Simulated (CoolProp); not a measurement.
A closed Brayton cycle with carbon dioxide: compressor inlet 314.15 K and 8.5 MPa, high pressure 23.8 MPa, turbine inlet 865 K, compressor efficiency 0.8, turbine efficiency 0.9, recuperator effectiveness 0.8 (on enthalpy, no pinch check). Each further row changes one setting.

Computed with CoolProp (reference Helmholtz-energy equation of state, Span 1996).

| case | thermal efficiency (%) | net work (kJ/kg) | compressor to turbine work | compressor exit (K) | turbine exit (K) |
|---|---|---|---|---|---|
| as stated | … | 99.2 | 0.30 | 382.6 | 738.5 |
| turbine inlet 815 K | 29.6 | 89.9 | … | 382.6 | … |
| compressor inlet 324.15 K | 29.3 | … | 0.39 | … | 738.5 |
| high pressure 20.2 MPa | 28.5 | … | 0.28 | … | 758.0 |
| recuperator effectiveness 0.5 | 22.1 | 99.2 | 0.30 | 382.6 | 738.5 |

Problem. Fill in the missing entries.

Solution. 
- as stated, thermal efficiency (%): 30.6
- turbine inlet 815 K, compressor to turbine work: 0.32
- turbine inlet 815 K, turbine exit (K): 693.0
- compressor inlet 324.15 K, net work (kJ/kg): 87.2
- compressor inlet 324.15 K, compressor exit (K): 409.7
- high pressure 20.2 MPa, net work (kJ/kg): 86.6
- high pressure 20.2 MPa, compressor exit (K): 371.4
